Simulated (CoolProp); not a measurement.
Vapour-liquid equilibrium of R13 (1) + R113 (2) at 252 K; x and y are mole fractions of (1).

Values from CoolProp's multi-fluid Helmholtz-energy mixture model, Platzer 1990 and Marx 1992; pair parameters Bell 2016. This equation is an older, rougher fit; its heat capacities, sound speeds and derivatives of the liquid may be far off and weren't checked against measurements.

Give the bubble pressure and the first vapour's composition at x = 0.425, 0.5, 0.8. Is there an azeotrope?

x = 0.425: 535.0 kPa, y = 0.992; x = 0.5: 606.6 kPa, y = 0.993; x = 0.8: 877.5 kPa, y = 0.997. No azeotrope shows between x = 0.05 and 0.95.

Pair parameters are fitted to limited data, so mixtures are less certain than the pure fluids. The gap from Raoult's law changes sign with composition, which may be real or a fault of the pair parameters; it wasn't checked against measurements.
